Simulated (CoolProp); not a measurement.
Toluene along the isotherm 224.45 °C: fugacity coefficient from the reference equation and from simpler models built on Tc = 318.6 °C, pc = 41.26 bar, ω = 0.266; each cubic takes its own stable root.

Computed with CoolProp (reference Helmholtz-energy equation of state, Lemmon 2006). It is a short technical equation, of lower accuracy than the large ones.

```json
[
 {"p (bar)": "2.06", "phase": "gas", "reference": "0.9676"},
 {"p (bar)": "4.13", "phase": "gas", "reference": "0.9352"},
 {"p (bar)": "6.19", "phase": "gas", "reference": "0.9031"},
 {"p (bar)": "8.25", "phase": "gas", "reference": "0.8709"},
 {"p (bar)": "10.3", "phase": "gas", "reference": "0.8387"},
 {"p (bar)": "12.4", "phase": "liquid", "reference": "0.7540"},
 {"p (bar)": "14.4", "phase": "liquid", "reference": "0.6538"},
 {"p (bar)": "16.5", "phase": "liquid", "reference": "0.5747"},
 {"p (bar)": "18.6", "phase": "liquid", "reference": "0.5135"},
 {"p (bar)": "20.6", "phase": "liquid", "reference": "0.4669"}
]
```

Task: How far does each simpler model (Redlich-Kwong, Peng-Robinson) lie from the reference over these 10 states: mean and median of the absolute difference, and the worst?

Result: 
- Redlich-Kwong: mean 11.3 %, median 6.8 %, worst +23.7 % at 224.45 °C and 20.6 bar
- Peng-Robinson: mean 0.8 %, median 0.9 %, worst +1.2 % at 224.45 °C and 20.6 bar

At some of these states Redlich-Kwong gives the other phase, because its saturation line lies elsewhere.
